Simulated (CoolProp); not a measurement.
Vapour-liquid equilibrium of R22 (1) + ethanol (2) at 336.5 K; x and y are mole fractions of (1).

Values from CoolProp's multi-fluid Helmholtz-energy mixture model, Kamei 1995 and Schroeder 2014; pair parameters Bell 2016.

Problem. Give the bubble pressure and the first vapour's composition at x = 0.05, 0.125, 0.575. Is there an azeotrope?

Solution. x = 0.05: 2.315 bar, y = 0.767; x = 0.125: 5.091 bar, y = 0.896; x = 0.575: 17.45 bar, y = 0.973. No azeotrope shows between x = 0.05 and 0.95.

Pair parameters are fitted to limited data, so mixtures are less certain than the pure fluids. The gap from Raoult's law changes sign with composition, which may be real or a fault of the pair parameters; it wasn't checked against measurements.
